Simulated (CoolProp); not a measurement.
Saturation properties of hydrogen sulfide (Tc = 373.1 K, pc = 8.999 MPa, ω = 0.101).

Model: reference Helmholtz-energy equation of state, Lemmon 2006, in CoolProp. It is a short technical equation, of lower accuracy than the large ones.

```json
[
 {"T (K)": "222.4", "p (MPa)": "?", "enthalpy of vaporisation (kJ/kg)": "535.0", "liquid cp (kJ/(kg K))": "1.995"},
 {"T (K)": "229.1", "p (MPa)": "0.2164", "enthalpy of vaporisation (kJ/kg)": "526.7", "liquid cp (kJ/(kg K))": "?"},
 {"T (K)": "235.8", "p (MPa)": "0.2860", "enthalpy of vaporisation (kJ/kg)": "518.1", "liquid cp (kJ/(kg K))": "2.004"},
 {"T (K)": "242.5", "p (MPa)": "0.3717", "enthalpy of vaporisation (kJ/kg)": "509.1", "liquid cp (kJ/(kg K))": "2.012"},
 {"T (K)": "249.2", "p (MPa)": "0.4756", "enthalpy of vaporisation (kJ/kg)": "499.8", "liquid cp (kJ/(kg K))": "?"},
 {"T (K)": "255.9", "p (MPa)": "0.6001", "enthalpy of vaporisation (kJ/kg)": "490.1", "liquid cp (kJ/(kg K))": "2.039"},
 {"T (K)": "262.5", "p (MPa)": "0.7453", "enthalpy of vaporisation (kJ/kg)": "480.1", "liquid cp (kJ/(kg K))": "2.057"},
 {"T (K)": "269.2", "p (MPa)": "?", "enthalpy of vaporisation (kJ/kg)": "469.4", "liquid cp (kJ/(kg K))": "2.080"}
]
```

**Question.** Fill in the missing entries.

**Answer.** 
- 222.4, p (MPa): 0.1606
- 229.1, liquid cp (kJ/(kg K)): 1.998
- 249.2, liquid cp (kJ/(kg K)): 2.024
- 269.2, p (MPa): 0.9178

It boils at 212.9 K under 1 atm.
